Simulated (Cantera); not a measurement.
Charge: 1 mol AlN, 0.72 mol N2, at 1.33 mbar.

Equilibrium computed with Cantera from the NASA thermochemical tables; the gas is ideal and each condensed phase is pure. Candidate condensed phases: Al, AlN; 5 gas species. Rates play no part. All values below are at 2550 K.

Base state: N2 0.550, Al 0.450 (mole fractions); condensed: gas only.

Q: What changes in the equilibrium state with this change: pressure from 1.33 mbar to 0.250 bar?

A: 
| species | before | after |
|---|---|---|
| N2 | 0.550 | 0.550 |
| Al | 0.450 | 0.448 |
| Al2 | 8.69e-6 | 0.00161 |
